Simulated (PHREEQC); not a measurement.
Dissolve 0.009 mol PbCl2 and 9.7e-05 mol NaCl per kg of water at 20 °C. Closed to the air; pH follows from the charge balance.

Equilibrium calculation in PHREEQC: ion-association model, phreeqc.dat.

Task: The ionic strength comes out as 0.0227 mol/kgw. What activity coefficients do Cl-, Pb2OH+3, Pb+2, PbOH+, PbCl+ get?

Result: Cl- 0.86, Pb2OH+3 0.27, Pb+2 0.56, PbOH+ 0.86, PbCl+ 0.86.

No solid was allowed to form.
